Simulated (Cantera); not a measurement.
Standard-state values (1 bar) from the NASA 1993 polynomials, evaluated with Cantera. Values are per mole of reaction as written; species without (g) are pure solids or liquids, kept so even where they would boil at 1 bar.

4 N2O(g) + 2 V = V2O4 + 4 N2(g)

| T (K) | ΔH° (kJ) | ΔS° (J/K) | ΔG° (kJ) | log10 K |
|---|---|---|---|---|
| 300 | -1753.5 | -67.8 | -1733.2 | 301.77 |
| 450 | -1740.3 | -29.8 | -1726.9 | 200.45 |
| 600 | -1736.8 | -23.1 | -1723.0 | 149.99 |
| 750 | ? | ? | ? | ? |
| 900 | -1732.1 | -16.7 | -1717.1 | 99.66 |
| 1050 | -1730.5 | -15.0 | -1714.8 | 85.30 |
| 1200 | -1729.2 | -13.8 | -1712.6 | 74.55 |
| 1350 | ? | ? | ? | ? |
| 1500 | ? | ? | ? | ? |

Complete the blanks.


- 750, ΔH° (kJ): -1734.1
- 750, ΔS° (J/K): -19.1
- 750, ΔG° (kJ): -1719.8
- 750, log10 K: 119.78
- 1350, ΔH° (kJ): -1728.0
- 1350, ΔS° (J/K): -12.9
- 1350, ΔG° (kJ): -1710.6
- 1350, log10 K: 66.19
- 1500, ΔH° (kJ): -1727.2
- 1500, ΔS° (J/K): -12.3
- 1500, ΔG° (kJ): -1708.7
- 1500, log10 K: 59.50
